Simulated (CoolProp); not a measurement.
Vapour-liquid equilibrium of hydrogen sulfide (1) + n-hexane (2) at 0.362 MPa; x and y are mole fractions of (1).

The numbers come from the multi-fluid Helmholtz-energy mixture model, Lemmon 2006 and Thol 2019; pair parameters Kunz 2012 in CoolProp.

```
x      bubble temperature, mixture model (K)  bubble temperature, Raoult's law (K)  y, mixture model  y, Raoult's law
-----  -------------------------------------  ------------------------------------  ----------------  ---------------
0.05                                   347.7                                 342.9             0.657            0.726
0.125                                  294.4                                 310.0             0.953            0.920
0.2                                    271.9                                 292.4             0.985            0.965
0.275                                  261.9                                 281.0             0.992            0.982
0.35                                   256.7                                 272.8             0.994            0.989
0.425                                  253.8                                 266.5             0.995            0.993
0.5                                    251.9                                 261.5             0.996            0.996
0.575                                  250.4                                 257.2             0.997            0.997
0.65                                   249.1                                 253.7             0.997            0.998
0.725                                  247.7                                 250.5             0.997            0.999
0.8                                    246.3                                 247.8             0.998            0.999
0.875                                  244.8                                 245.4             0.999            1.000
0.95                                   243.1                                 243.2             0.999            1.000
```

The largest gap from Raoult's law is -20.5 K in bubble temperature, at x = 0.2. No azeotrope shows between x = 0.05 and 0.95.

Pair parameters are fitted to limited data, so mixtures are less certain than the pure fluids. The gap from Raoult's law changes sign with composition, which may be real or a fault of the pair parameters; it wasn't checked against measurements. With so large a gap from Raoult's law the liquid may split in two, which this calculation doesn't test in full.
